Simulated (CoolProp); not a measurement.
Vapour-liquid equilibrium of propane (1) + isobutane (2) at 323.2 K; x and y are mole fractions of (1).

Computed with CoolProp (multi-fluid Helmholtz-energy mixture model, Lemmon 2009 and Bücker 2006; pair parameters Kunz 2012).

### Question
Give the bubble pressure and the first vapour's composition at x = 0.65, 0.8, 0.95. Is there an azeotrope?

### Answer
x = 0.65: 1310 kPa, y = 0.784; x = 0.8: 1476 kPa, y = 0.886; x = 0.95: 1653 kPa, y = 0.974. No azeotrope shows between x = 0.05 and 0.95.

The pair parameters rest on a limited set of measurements; away from them the model extrapolates.
